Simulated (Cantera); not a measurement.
Input (Python, Cantera):

```python
import numpy as np
import cantera as ct

surf = ct.Interface("ptcombust.yaml", "Pt_surf")
gas = surf.adjacent["gas"]
gas.TPX = 850, 500000, {'CO': 0.012, 'O2': 0.013, 'N2': 0.79}
surf.TP = 850, 500000
reactor = ct.FlowReactor(gas, clone=False)
reactor.area = 0.0001  # m2
reactor.surface_area_to_volume_ratio = 110  # 1/m
reactor.mass_flow_rate = 3.6 * reactor.area * gas.density  # inlet velocity 3.6 m/s
reactor.energy_enabled = False
wall = ct.ReactorSurface(surf, reactor, clone=False)
net = ct.ReactorNet([reactor])
net.rtol, net.atol = 1e-8, 1e-16
show, cover = ['CO', 'O2', 'H2O', 'CO2'], ['PT(S)', 'H(S)', 'O(S)', 'OH(S)', 'CO(S)', 'C(S)']

rows = []
print(f"{'z/m':>9s}{'u/(m/s)':>9s}" + "".join(f"{s:>13s}" for s in show + cover))
for z in [0.00013, 0.00029, 0.00062, 0.0013, 0.0029, 0.0062, 0.013]:
    net.advance(z)
    rows.append([reactor.speed, *gas[show].X, *surf[cover].coverages])
    print(f"{z:9.4g}{rows[-1][0]:9.3g}" + "".join(f"{x:13.4e}" for x in rows[-1][1:]))
```

Result:

```
      z/m  u/(m/s)           CO           O2          H2O          CO2        PT(S)         H(S)         O(S)        OH(S)        CO(S)         C(S)
  0.00013      3.6   1.4709e-02   1.5943e-02  -1.0819e-30   1.5223e-05   1.1666e-01   2.2555e-23   3.2225e-03   4.4174e-21   8.8012e-01   3.0701e-10
  0.00029      3.6   1.4690e-02   1.5934e-02   9.0312e-32   3.3971e-05   1.1673e-01   2.0743e-23   3.2248e-03   4.0632e-21   8.8005e-01   3.0695e-10
  0.00062      3.6   1.4652e-02   1.5915e-02  -7.2792e-31   7.2677e-05   1.1687e-01   3.8029e-23   3.2297e-03   7.4502e-21   8.7990e-01   3.0682e-10
   0.0013      3.6   1.4572e-02   1.5876e-02  -8.4302e-31   1.5260e-04   1.1718e-01   3.2079e-23   3.2398e-03   6.2822e-21   8.7958e-01   3.0656e-10
   0.0029      3.6   1.4385e-02   1.5783e-02  -8.2351e-31   3.4158e-04   1.1792e-01   9.2171e-24   3.2642e-03   1.7842e-21   8.7882e-01   3.0591e-10
   0.0062      3.6   1.3994e-02   1.5589e-02   4.3257e-27   7.3552e-04   1.1950e-01  -7.6511e-20   3.3172e-03  -1.3637e-17   8.7719e-01   3.0449e-10
    0.013      3.6   1.3169e-02   1.5180e-02   1.9651e-27   1.5666e-03   1.2305e-01  -1.1496e-21   3.4398e-03  -2.2152e-19   8.7351e-01   3.0111e-10
```

Computed with Cantera and Deutschmann's 1995 Pt surface mechanism with GRI-Mech 3.0 gas chemistry. Catalytic surfaces can have several steady states; this one follows from the mechanism file's or the stated starting coverage. Mass transfer to the wall is taken as infinitely fast.
